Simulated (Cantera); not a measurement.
Cantera run:

```python
import numpy as np
import cantera as ct

gas_names = [...]  # 113 gases of nasa_gas.yaml made of C, H, O, Pb
cond_names = """
    C(gr) C6H6(L) C7H8(L) C8H18(L),n-octa H2O(s) H2O(L) Pb(cr) Pb(L) PbO(rd) PbO(yw) PbO(L) PbO2(s)
    Pb3O4(s)
""".split()


# ... load() reads the species with a 1 bar reference pressure and builds the phases ...
atoms = {
    'Pb': {'Pb': 1},
    'O2': {'O': 2},
    'H2': {'H': 2},
    'CO': {'C': 1, 'O': 1},
}
top_T = {'C(gr)': 4500, 'Pb3O4(s)': 820}  # K; cautious upper limits of use, not melting points


# ... equilibrate(T, P, feed) seeds the gas with the atoms and calls Mixture.equilibrate('TP', solver="vcs", rtol=1e-11, max_steps=5000) ...
results = []
feed = {'Pb': 1, 'O2': 0.31, 'H2': 22, 'CO': 1.9}  # mol
T = 1575  # K
P = 280000  # Pa
mix = equilibrate(T, P, feed)
results.append((T, P, feed, dict(zip(mix.species_names, mix.species_moles))))
x = sorted(zip(gas.X, gas.species_names), reverse=True)
print(f"T = {T:g} K  P = {P:g} Pa  gas = {mix.phase_moles(0):.4g} mol")
print("   x: " + "  ".join(f"{s} {v:.3e}" for v, s in x if v > 0.0001))
print("   condensed (mol): " + ("  ".join(f"{mix.phase(i).name} {mix.phase_moles(i):.4g}"
      for i in range(1, mix.n_phases) if mix.phase_moles(i) > 1e-12) or "none"))
```

It prints:

```
T = 1575 K  P = 280000 Pa  gas = 24.32 mol
   x: H2 8.796e-01  CO 7.733e-02  H2O 2.477e-02  Pb 1.745e-02  CO2 7.506e-04
   condensed (mol): Pb(L) 0.5749
```

Equilibrium computed with Cantera from the NASA thermochemical tables; the gas is ideal and each condensed phase is pure.
